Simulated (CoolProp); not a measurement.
Saturation properties of oxygen (Tc = 154.6 K, pc = 5046 kPa, ω = 0.022).

Values from CoolProp's reference Helmholtz-energy equation of state, Schmidt 1985.

```
T (K)  p (kPa)  enthalpy of vaporisation (kJ/kg)  vapour Z  liquid viscosity (µPa s)  liquid conductivity (mW/(m K))
-----  -------  --------------------------------  --------  ------------------------  ------------------------------
84.2     51.63                             218.6    0.9805                       230                             159
93.6     142.8                             209.6    0.9589                       178                             146
103      324.3                             199.0    0.9259                       142                             132
112.3    634.7                             186.3    0.8811                       115                             119
121.7     1127                             170.5    0.8224                      93.8                             105
131       1838                             150.7    0.7485                      75.7                            91.2
140.4     2837                             123.8    0.6516                      59.6                            77.6
149.8     4185                             80.57    0.5078                      43.3                            64.4
```

It boils at 90.2 K under 1 atm.

Viscosity comes from a separate model (Lemmon 2004). Thermal conductivity comes from a separate model (Lemmon 2004).
